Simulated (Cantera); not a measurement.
# Thermodynamics of aluminium and copper etching, feed Cu + F2 + N2

A closed system holds: 1 mol Cu, a varied amount of F2, 0.26 mol N2, equilibrated at 725 K and 1.00 bar.

Equilibrium computed with Cantera from the NASA thermochemical tables; the gas is ideal and each condensed phase is pure. Candidate condensed phases: Cu, CuF2; 11 gas species. Kinetics and transport are ignored.

```tsv
n(F2) (mol)	x N2	x NF3	x F2	x F	n Cu(s)	n CuF2(s)
0.38	1.00	<1e-12	<1e-12	<1e-12	0.620	0.380
0.74	1.00	<1e-12	<1e-12	<1e-12	0.260	0.740
1.1	0.770	0.216	0.0136	0.000272	0	1.00
1.5	0.227	0.726	0.0458	0.000500	0	1.00
1.8	0.0245	0.866	0.108	0.000768	0	1.00
2.2	0.000143	0.552	0.446	0.00156	0	1.00
2.5	3.74e-5	0.419	0.579	0.00178	0	1.00
```
x: gas mole fraction; n: condensed amount in mol.

From 0.38 mol F2 to 0.74 mol F2 the condensed part is Cu(s) + CuF2(s). From 1.1 mol F2 to 2.5 mol F2 the condensed part is CuF2(s).
